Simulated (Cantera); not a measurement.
What does this Cantera script print?

```python
import numpy as np
import cantera as ct

gas = ct.Solution("gri30.yaml")


def delay(T, t_max=10):
    gas.TPX = T, 620000, {'CO': 1, 'H2': 0.13, 'CH4': 0.037, 'O2': 0.695, 'N2': 4.51, 'CO2': 0.38}
    reactor = ct.IdealGasConstPressureReactor(gas, clone=False)
    net = ct.ReactorNet([reactor])
    net.rtol, net.atol = 1e-8, 1e-16
    while net.time < t_max:
        t_old, T_old = net.time, reactor.T
        net.step()
        if reactor.T > T + 400:  # ignition: a rise of 400 K
            return t_old + (T + 400 - T_old) / (reactor.T - T_old) * (net.time - t_old)
    return np.nan


taus = []
for T in [1175, 1225, 1275, 1325, 1375, 1425]:
    taus.append(delay(T))
    print(f"T0 = {T:6g} K   tau = {taus[-1]:.4e} s")
```

Result:

```
T0 =   1175 K   tau = 1.6458e-04 s
T0 =   1225 K   tau = 8.1469e-05 s
T0 =   1275 K   tau = 4.7939e-05 s
T0 =   1325 K   tau = 3.2537e-05 s
T0 =   1375 K   tau = 2.4439e-05 s
T0 =   1425 K   tau = 1.9680e-05 s
```

Computed with Cantera and GRI-Mech 3.0 (53 species, 325 reactions). Where the delays flatten at high temperature, the 400 K rule measures the pace of heat release, not the induction time.
